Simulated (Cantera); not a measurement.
An isothermal, constant-pressure homogeneous reactor starts with 20.8 % NO, 79.2 % N₂, at 2100 K and 4800 Pa.

Cantera simulation using GRI-Mech 3.0 (53 species, 325 reactions); the numbers are that mechanism's predictions, not measurements. Radical loss at walls, strong at low pressure, is not modelled.

Q: Predict: x(NO) at 7.00 s; x(N₂O) at 7.00 s; x(NO₂) at 7.00 s; x(O) at 7.00 s; x(O₂) at 7.00 s.

A: 
```json
{
  "x(NO) at 7.00 s": "0.0255 (gas-phase equilibrium 0.00731)",
  "x(N₂O) at 7.00 s": "2.88e-7 (gas-phase equilibrium 9.51e-8)",
  "x(NO₂) at 7.00 s": "5.37e-6 (gas-phase equilibrium 1.62e-6)",
  "x(O) at 7.00 s": "0.00192 (gas-phase equilibrium 0.00201)",
  "x(O₂) at 7.00 s": "0.0904 (gas-phase equilibrium 0.0994)"
}
```
